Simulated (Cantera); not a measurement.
An isothermal plug-flow reactor at 725 K and 1.00 bar (inlet), inlet velocity 4.7 m/s, active area per volume 1600 1/m; feed H2 : O2 : N2 = 0.0042 : 0.022 : 0.79 (molar parts).

Detailed kinetics in Cantera: Deutschmann's 1995 Pt surface mechanism with GRI-Mech 3.0 gas chemistry. Catalytic surfaces can have several steady states; this one follows from the mechanism file's or the stated starting coverage. Mass transfer to the wall is taken as infinitely fast.

### Question
What does this change do: O2 0.022 to 0.012 parts?

### Answer
| quantity | before | after |
|---|---|---|
| x(H2) at z = 0.0048 m | 0.000174 | 7.49e-5 |
| x(O2) at z = 0.0048 m | 0.0245 | 0.0123 |
| x(H2O) at z = 0.0048 m | 0.00498 | 0.00515 |
| θ(free Pt) at the exit | 0.0292 | 0.0355 |
| θ(O*) at the exit | 0.969 | 0.962 |
| θ(OH*) at the exit | 0.00198 | 0.00220 |
